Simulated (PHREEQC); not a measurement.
Make-up at 50 °C: 0.13 mol CdCl2, 0.035 mol HCl and 0.012 mol Na2SO4 per kg of water. Closed to the air; pH follows from the charge balance.

Model: ion-association model, phreeqc.dat, run in PHREEQC.

No solid was allowed to form.

Problem. What pH, density, activity of water does the model give?

Solution. pH 1.64; density 1.010 g/cm³; activity of water 0.994.

Problem. In which forms is Cl present?

Solution. Cl- 51 %, CdCl+ 27 %, CdCl2 18 %, CdCl3- 3.7 % of the Cl.

Complexes and solids missing from the database can't appear. Away from 25 °C the constants follow the database's enthalpies or fits; those with neither stay at their 25 °C values.
